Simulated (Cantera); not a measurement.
Input: 1 mol SiO₂, 0.44 mol CH₄, 2.8 mol N₂, held at 19.0 Pa.

Method: chemical equilibrium by Gibbs-energy minimisation in Cantera with the NASA 1993 tables (ideal gas, pure condensed phases). Candidate condensed phases: C, C₆H₆, C₇H₈, C₈H₁₈, H₂O, Si, SiC, SiO₂, Si₂N₂O, Si₃N₄; 151 gas species. N₂ is the only nitrogen source here; it is nearly inert below about 1500 K, so the nitride shown seldom forms there in practice. Mutual solubility and eutectic melting of coexisting phases are not modelled. The tables hold silica as quartz up to 1696 K and as liquid above; real silica turns to tridymite and cristobalite and melts near 1996 K. Equilibrium is a limit: real reactors are often held back by kinetics, nucleation or transport.

**Question.** What share of the Si ends up in condensed phases as a function of T (°C), at 852, 927, 1002, 1077, 1152, 1227, 1302, 1377, 1452, 1527, 1602, 1677, 1752?

**Answer.** 
```csv
T (°C),Si condensed (%),as
852,100.0,SiO₂(β-quartz) + Si₂N₂O(s)
927,100.0,SiO₂(β-quartz) + Si₂N₂O(s)
1002,99.9,SiO₂(β-quartz) + Si₂N₂O(s)
1077,98.9,SiO₂(β-quartz) + Si₂N₂O(s)
1152,88.3,SiO₂(β-quartz) + Si₂N₂O(s)
1227,56.0,SiO₂(β-quartz)
1302,55.9,SiO₂(β-quartz)
1377,55.5,SiO₂(β-quartz)
1452,53.6,SiO₂(condensed)
1527,46.9,SiO₂(condensed)
1602,31.5,SiO₂(condensed)
1677,7.0,SiO₂(condensed)
1752,0.0,-
```
